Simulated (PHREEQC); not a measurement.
Make-up at 90 °C: 0.0034 mol/kgw NaOH, 0.0074 mol/kgw CO2 and 0.0015 mol/kgw Na2CO3. Closed to the air; pH follows from the charge balance.

Computed with PHREEQC (ion-association model, phreeqc.dat).

```csv
quantity,before,after
pH,6.74,9.96
ionic strength (mol/kgw),0.00639,0.00635
HCO3- (mol/kgw),0.00637,0.000525
CO2 (mol/kgw),0.00251,1.26e-7
NaHCO3 (mol/kgw),1.40e-5,1.06e-6
NaCO3- (mol/kgw),4.11e-6,0.000513
```

### Question
Which change was made?
(A) 0.013 mol/kgw FeSO4 added
(B) Na2CO3 left out
(C) diluted 100-fold with water
(D) NaOH replaced by Na3PO4 at the same molality
(E) CO2 left out

### Answer
E, CO2 left out

No solid was allowed to form. At this temperature some constants are extrapolated from 25 °C, and those without enthalpy data are left unchanged.
